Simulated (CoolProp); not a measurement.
Vapour-liquid equilibrium of R134a (1) + R227EA (2) at 0.00363 MPa; x and y are mole fractions of (1).

Values from CoolProp's multi-fluid Helmholtz-energy mixture model, Tillner-Roth 1994 and Lemmon 2016; pair parameters Bell 2016.

| x | bubble temperature (K) | y at the bubble point | dew temperature at overall composition x (K) | liquid density (mol/L) |
|---|---|---|---|---|
| 0.05 | 199.2 | 0.104 | 199.6 | 10.33 |
| 0.2 | 197.4 | 0.342 | 198.5 | 10.90 |
| 0.35 | 196.1 | 0.511 | 197.4 | 11.51 |
| 0.5 | 195.1 | 0.642 | 196.2 | 12.18 |
| 0.65 | 194.3 | 0.752 | 195.0 | 12.92 |
| 0.8 | 193.6 | 0.855 | 194.0 | 13.74 |
| 0.95 | 193.1 | 0.962 | 193.2 | 14.66 |

No azeotrope shows between x = 0.05 and 0.95.

Pair parameters are fitted to limited data, so mixtures are less certain than the pure fluids.
